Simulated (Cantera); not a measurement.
**Hydrogen reduction and annealing atmospheres: Al2O3 + H2**

Feed: 1 mol Al2O3, 1200 mol H2, equilibrated at 2175 K and 40.0 Pa.

These are equilibrium values from Cantera (NASA tables, ideal gas, pure condensed phases), not measurements of a reactor. Candidate condensed phases: Al, Al2O3, H2O; 19 gas species. The tables' values for AlOH are old estimates; treat these amounts as uncertain. The numbers say what is thermodynamically allowed, not how fast it happens.

| Quantity | Result |
|---|---|
| x(H2) | 0.781 |
| x(H) | 0.216 |
| x(H2O) | 0.00207 |
| x(Al) | 0.00140 |
| x(OH) | 7.69e-5 |
| x(AlOH) | 2.74e-5 |
| x(Al2O) | 1.74e-5 |
| x(AlO) | 1.60e-5 |
| x(O) | 1.49e-5 |
| gas amount | 1347 mol |
| log10 activity of Al(l) (absent) | -4.67 |
